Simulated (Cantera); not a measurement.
Standard-state values (1 bar) from the NASA 1993 polynomials, evaluated with Cantera. Values are per mole of reaction as written; species without (g) are pure solids or liquids, kept so even where they would boil at 1 bar.

a) 0.6667 Al + Cl2(g) = 0.3333 Al2Cl6(g)
b) 2 Li + Cl2(g) = 2 LiCl(g)
c) 2 Cu + Cl2(g) = 0.6667 Cu3Cl3(g)
d) 2 Al + Cl2(g) = 2 AlCl(g)
e) Fe + Cl2(g) = FeCl2

**Question.** Order these by ΔG° at 673 K, most negative first.

**Answer.** b (-482 kJ), a (-376 kJ), e (-256 kJ), d (-219 kJ), c (-170 kJ)
